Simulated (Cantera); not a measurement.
Adiabatic ignition

An adiabatic, constant-pressure homogeneous reactor starts with 14.7 % H₂, 14.8 % O₂, 55.5 % N₂, 15.0 % H₂O, equivalence ratio 0.50, at 1500 K and 10.0 bar.

Cantera simulation using GRI-Mech 3.0 (53 species, 325 reactions); the numbers are that mechanism's predictions, not measurements. The hydrogen kinetics of GRI-Mech 3.0 are dated; newer H2 mechanisms differ, most at raised pressure.

| t (s) | T (K) | x H₂ | x O₂ | x H₂O | x O | x N₂O | x H₂O₂ | x H |
|---|---|---|---|---|---|---|---|---|
| 8.00e-6 | 2411 | 0.00195 | 0.0775 | 0.313 | 0.00112 | 1.79e-6 | 1.66e-6 | 0.000325 |
| 1.86e-5 | 2421 | 0.00144 | 0.0776 | 0.314 | 0.000859 | 1.51e-6 | 1.64e-6 | 0.000212 |
| 4.33e-5 | 2421 | 0.00143 | 0.0776 | 0.314 | 0.000858 | 1.50e-6 | 1.64e-6 | 0.000212 |
| 0.000101 | 2421 | 0.00143 | 0.0776 | 0.314 | 0.000857 | 1.50e-6 | 1.63e-6 | 0.000212 |
| 0.000234 | 2420 | 0.00143 | 0.0775 | 0.314 | 0.000856 | 1.50e-6 | 1.63e-6 | 0.000211 |
| 0.000544 | 2420 | 0.00143 | 0.0774 | 0.314 | 0.000852 | 1.50e-6 | 1.63e-6 | 0.000210 |
| 0.00126 | 2419 | 0.00142 | 0.0770 | 0.314 | 0.000845 | 1.49e-6 | 1.62e-6 | 0.000209 |
| 0.00294 | 2416 | 0.00141 | 0.0763 | 0.314 | 0.000829 | 1.48e-6 | 1.60e-6 | 0.000205 |
| 0.00684 | 2411 | 0.00139 | 0.0750 | 0.314 | 0.000802 | 1.48e-6 | 1.57e-6 | 0.000199 |
| 0.0159 | 2406 | 0.00136 | 0.0736 | 0.314 | 0.000771 | 1.49e-6 | 1.54e-6 | 0.000192 |
| 0.0370 | 2403 | 0.00135 | 0.0729 | 0.314 | 0.000758 | 1.50e-6 | 1.53e-6 | 0.000189 |
| 0.0860 | 2403 | 0.00135 | 0.0729 | 0.314 | 0.000758 | 1.50e-6 | 1.52e-6 | 0.000189 |
| 0.200 | 2403 | 0.00135 | 0.0729 | 0.314 | 0.000758 | 1.50e-6 | 1.52e-6 | 0.000189 |
x: mole fraction; the columns are a selection and need not sum to one.

```json
{
 "time_of_steepest_temperature_rise": "2.87 µs",
 "temperature at 0.200 s": "2403 K",
 "equilibrium_temperature": "2403 K",
 "x(H₂) at 0.200 s": "0.00135 (gas-phase equilibrium 0.00135)",
 "x(O₂) at 0.200 s": "0.0729 (gas-phase equilibrium 0.0729)",
 "x(H₂O) at 0.200 s": "0.314 (gas-phase equilibrium 0.314)"
}
```
